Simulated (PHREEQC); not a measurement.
Make-up at 25 °C: 0.0011 mol HF, 0.0057 mol NaF, 3.9e-05 mol (NH4)2SiF6 and 0.051 mol H3PO4 per kg of water. Closed to the air; pH follows from the charge balance.

Computed with PHREEQC (ion-association model, phreeqc.dat).

```csv
quantity,before,after
pH,1.90,2.52
ionic strength (mol/kgw),0.0200,0.00375
HF (mol/kgw),0.00639,0.000567
F- (mol/kgw),0.000392,0.000136
HF2- (mol/kgw),9.60e-6,2.95e-7
SI of Quartz (SiO2),-2.44,-1.43
```

Question: Which change was made?
(A) NaF left out
(B) diluted 100-fold with water
(C) diluted 10-fold with water
(D) HF from 0.0011 to 0.011 mol/kgw
(E) temperature from 25 to 35 °C

Answer: C, diluted 10-fold with water

This is a speciation only: nothing precipitates in the calculation. SiF6-2 is the database's only silicon fluoride.
